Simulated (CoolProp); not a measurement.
Model: reference Helmholtz-energy equation of state, Smukala 2000, in CoolProp.

Question: For ethylene, give the phase and the density (kg/m³), speed of sound (m/s), Joule-Thomson coefficient (K/MPa), expansivity (1/kK) at 175.1 K and 996 kPa; 394.7 K and 26300 kPa.

Answer: 
- 175.1 K and 996 kPa: liquid; density 560, speed of sound 1270, Joule-Thomson coefficient -0.403, expansivity 2.59
- 394.7 K and 26300 kPa: supercritical; density 283, speed of sound 507, Joule-Thomson coefficient 0.937, expansivity 4.49
